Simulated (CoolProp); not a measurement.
Diethyl ether along the isotherm 225.45 °C: fugacity coefficient from the reference equation and from simpler models built on Tc = 194.7 °C, pc = 3.717 MPa, ω = 0.282; each cubic takes its own stable root.

Values from CoolProp's reference Helmholtz-energy equation of state, Thol 2014.

```tsv
p (MPa)	phase	reference
0.0176	gas	0.9987
0.0259	gas	0.9981
0.038	gas	0.9972
0.0558	gas	0.9960
0.0818	gas	0.9941
0.12	gas	0.9913
0.176	gas	0.9873
0.259	gas	0.9813
0.38	gas	0.9725
0.558	gas	0.9597
0.818	gas	0.9410
1.2	gas	0.9136
1.76	gas	0.8736
2.59	gas	0.8146
3.8	supercritical	0.7289
5.58	supercritical	0.6034
```

How far does each simpler model (van der Waals, Redlich-Kwong, Soave-Redlich-Kwong) lie from the reference over these 16 states: mean and median of the absolute difference, and the worst?


- van der Waals: mean 0.4 %, median 0.1 %, worst +1.7 % at 225.45 °C and 3.8 MPa
- Redlich-Kwong: mean 0.2 %, median 0.1 %, worst -0.9 % at 225.45 °C and 5.58 MPa
- Soave-Redlich-Kwong: mean 0.2 %, median 0.0 %, worst +2.3 % at 225.45 °C and 5.58 MPa
